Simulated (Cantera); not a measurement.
A perfectly stirred reactor is fed with 12.2 % H₂, 6.76 % O₂, 81.1 % N₂, equivalence ratio 0.90, at 97.5 Torr; it is held at 1098 K, and followed from long to short residence time.

Computed with Cantera and the H2/O2 subset of GRI-Mech 3.0, which has no nitrogen chemistry. The temperature is held fixed by assumption; the heat of reaction is taken as removed at once.

One state of this run: x H₂ = 0.0194; x O₂ = 0.0209; x HO₂ = 2.86e-6; x OH = 0.00120; x H₂O₂ = 2.43e-7; x H₂O = 0.0937. x: mole fraction; the columns are a selection and need not sum to one.

Q: Which value of τ (s) does it belong to?
(A) 0.024
(B) 0.21
(C) 1.9
(D) 0.0026

A: D, 0.0026
